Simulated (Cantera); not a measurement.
A closed system holds: 1 mol PH3, 1.2 mol H2, 2.4 mol O2, equilibrated at 1698.15 K and 23.0 Pa.

These are equilibrium values from Cantera (NASA tables, ideal gas, pure condensed phases), not measurements of a reactor. Candidate condensed phases: H2O, P, P4O10; 17 gas species. Gases not in the tables: HPO2, HPO3 and P4O6. Kinetics and transport are ignored.

Base state: H2O 0.706, PO2 0.264, O2 0.0165, H2 0.00715, OH 0.00410, PO 0.00133, H 0.000807, O 0.000371 (mole fractions); condensed: gas only.

Q: What changes in the equilibrium state with this change: H2 from 1.2 to 1.4 mol?

A: 
```csv
species,before,after
H2O,0.706,0.715
PO2,0.264,0.251
H2,0.00715,0.0246
O2,0.0165,0.00143
O,0.000371,0.000109
PO,0.00133,0.00430
H,0.000807,0.00150
```

Q: What changes in the equilibrium state with this change: pressure from 23.0 Pa to 1.00 bar?

A: 
```csv
species,before,after
H2O,0.706,0.773
PO2,0.264,0.122
H2,0.00715,0.0551
P4O10,<1e-9,0.0451
O2,0.0165,7.66e-8
O,0.000371,1.21e-8
OH,0.00410,2.45e-5
```

Q: What changes in the equilibrium state with this change: PH3 replaced by CS2?

A: 
```tsv
species	before	after
SO2	0	0.317
H2O	0.706	0.183
CO	0	0.172
PO2	0.264	0
CO2	0	0.0799
SO	0	0.0602
S2	0	0.0589
O2	0.0165	4.22e-6
H2	0.00715	0.116
S	0	0.00497
SH	0	0.00268
```
Further candidate phases: C, C6H6, C7H8, C8H18, H2SO4, S.
